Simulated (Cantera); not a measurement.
A closed system holds: 1 mol Cr2O3, 1.7 mol H2, 1.7 mol H2O, held at 76.0 Pa.

Cantera equilibrium calculation (NASA polynomials, part measured and part estimated; ideal gas, pure solids and liquids). Candidate condensed phases: Cr, Cr2O3, H2O; 13 gas species. Equilibrium is a limit: real reactors are often held back by kinetics, nucleation or transport.

log p: log10 of the partial pressure in bar; n: condensed amount in mol.

```tsv
T (K)	log p H2O	log p H2	log p H	log p OH	log p Cr	n Cr2O3(s)
1498	-3.42	-3.42	-6.48	-8.02	-10.64	1.00
1548	-3.42	-3.42	-6.22	-7.70	-9.99	1.00
1598	-3.42	-3.42	-5.98	-7.39	-9.39	1.000
1648	-3.42	-3.42	-5.76	-7.11	-8.83	1.000
1698	-3.42	-3.42	-5.55	-6.84	-8.30	1.000
1748	-3.42	-3.42	?	?	?	1.000
1798	-3.42	-3.43	-5.17	-6.35	-7.34	1.000
1848	-3.42	-3.43	?	?	?	0.999
1898	-3.43	-3.43	-4.82	-5.90	-6.48	0.999
1948	-3.43	-3.44	-4.67	-5.70	-6.09	0.997
1998	-3.43	-3.45	-4.52	-5.50	-5.73	0.991
```

Q: Some entries are withheld; supply them.

A: 
- 1748, log p H: -5.35
- 1748, log p OH: -6.59
- 1748, log p Cr: -7.81
- 1848, log p H: -4.99
- 1848, log p OH: -6.12
- 1848, log p Cr: -6.90
